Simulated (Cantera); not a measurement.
**Adiabatic ignition**

An adiabatic, constant-pressure homogeneous reactor starts with CH4 : O2 : N2 = 1 : 1.33 : 5.01 (molar parts), at 1325 K and 9.87 atm.

Cantera simulation using GRI-Mech 3.0 (53 species, 325 reactions); the numbers are that mechanism's predictions, not measurements.

```
t (s)     T (K)     x CH4      x O2       x H    x C2H4    x C2H6    x HO2
--------  -----  --------  --------  --------  --------  --------  -------
1.00e-6    1325     0.136     0.181  1.62e-10    <1e-12  2.31e-12  9.49e-8
2.82e-6    1325     0.136     0.181  2.22e-10  1.54e-12  5.59e-11  2.61e-7
7.95e-6    1325     0.136     0.181  4.38e-10  4.87e-11   1.51e-9  6.85e-7
2.24e-5    1325     0.136     0.181   1.51e-9   2.04e-9   5.97e-8  1.56e-6
6.31e-5    1325     0.136     0.181   6.44e-9   1.06e-7   2.96e-6  2.34e-6
0.000178   1326     0.136     0.181   1.31e-8   1.62e-6   3.90e-5  3.35e-6
0.000502   1329     0.135     0.181   3.97e-8   1.57e-5  0.000232  8.25e-6
0.00141    2690  3.19e-11  0.000113   0.00487    <1e-12    <1e-12  1.91e-7
0.00399    2688  3.43e-11  0.000104   0.00470    <1e-12    <1e-12  1.73e-7
0.0112     2688  3.43e-11  0.000104   0.00470    <1e-12    <1e-12  1.73e-7
0.0317     2688  3.43e-11  0.000104   0.00470    <1e-12    <1e-12  1.73e-7
0.0893     2688  3.43e-11  0.000104   0.00470    <1e-12    <1e-12  1.73e-7
0.252      2688  3.43e-11  0.000104   0.00470    <1e-12    <1e-12  1.73e-7
0.710      2688  3.43e-11  0.000104   0.00470    <1e-12    <1e-12  1.73e-7
2.00       2688  3.43e-11  0.000104   0.00470    <1e-12    <1e-12  1.73e-7
```
x: mole fraction; the columns are a selection and need not sum to one.

```yaml
time_of_steepest_temperature_rise: 1.38 ms
temperature at 2.00 s: 2688 K
equilibrium_temperature: 2688 K
x(CH4) at 2.00 s: 3.43e-11 (gas-phase equilibrium 3.89e-11)
x(O2) at 2.00 s: 0.000104 (gas-phase equilibrium 0.000104)
x(H) at 2.00 s: 0.00470 (gas-phase equilibrium 0.00470)
```
